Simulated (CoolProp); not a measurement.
Saturation properties of o-xylene.

Model: reference Helmholtz-energy equation of state, Zhou 2012, in CoolProp.

```json
[
 {"T (°C)": "167.35", "p (MPa)": "0.1794", "liquid cp (kJ/(kg K))": "2.263", "vapour Z": "0.9304", "surface tension (mN/m)": "14.8", "liquid viscosity (µPa s)": "212", "vapour viscosity (µPa s)": "9.52"},
 {"T (°C)": "179.95", "p (MPa)": "0.2386", "liquid cp (kJ/(kg K))": "2.312", "vapour Z": "0.9161", "surface tension (mN/m)": "13.6", "liquid viscosity (µPa s)": "196", "vapour viscosity (µPa s)": "9.81"},
 {"T (°C)": "192.55", "p (MPa)": "0.3118", "liquid cp (kJ/(kg K))": "2.363", "vapour Z": "0.8999", "surface tension (mN/m)": "12.5", "liquid viscosity (µPa s)": "181", "vapour viscosity (µPa s)": "10.1"},
 {"T (°C)": "205.15", "p (MPa)": "0.4010", "liquid cp (kJ/(kg K))": "2.415", "vapour Z": "0.8818", "surface tension (mN/m)": "11.3", "liquid viscosity (µPa s)": "168", "vapour viscosity (µPa s)": "10.4"},
 {"T (°C)": "217.75", "p (MPa)": "0.5084", "liquid cp (kJ/(kg K))": "2.469", "vapour Z": "0.8617", "surface tension (mN/m)": "10.2", "liquid viscosity (µPa s)": "155", "vapour viscosity (µPa s)": "10.7"},
 {"T (°C)": "230.35", "p (MPa)": "0.6363", "liquid cp (kJ/(kg K))": "2.526", "vapour Z": "0.8392", "surface tension (mN/m)": "9.05", "liquid viscosity (µPa s)": "144", "vapour viscosity (µPa s)": "11.0"},
 {"T (°C)": "243.05", "p (MPa)": "0.7883", "liquid cp (kJ/(kg K))": "2.588", "vapour Z": "0.8141", "surface tension (mN/m)": "7.95", "liquid viscosity (µPa s)": "133", "vapour viscosity (µPa s)": "11.4"},
 {"T (°C)": "255.65", "p (MPa)": "0.9647", "liquid cp (kJ/(kg K))": "2.656", "vapour Z": "0.7864", "surface tension (mN/m)": "6.89", "liquid viscosity (µPa s)": "123", "vapour viscosity (µPa s)": "11.8"},
 {"T (°C)": "268.25", "p (MPa)": "1.169", "liquid cp (kJ/(kg K))": "2.733", "vapour Z": "0.7555", "surface tension (mN/m)": "5.85", "liquid viscosity (µPa s)": "113", "vapour viscosity (µPa s)": "12.1"},
 {"T (°C)": "280.85", "p (MPa)": "1.405", "liquid cp (kJ/(kg K))": "2.824", "vapour Z": "0.7208", "surface tension (mN/m)": "4.85", "liquid viscosity (µPa s)": "103", "vapour viscosity (µPa s)": "12.6"}
]
```

It boils at 144.4 °C under 1 atm.

Viscosity comes from a separate model (Cao 2016). Surface tension comes from a separate correlation (Mulero 2014).
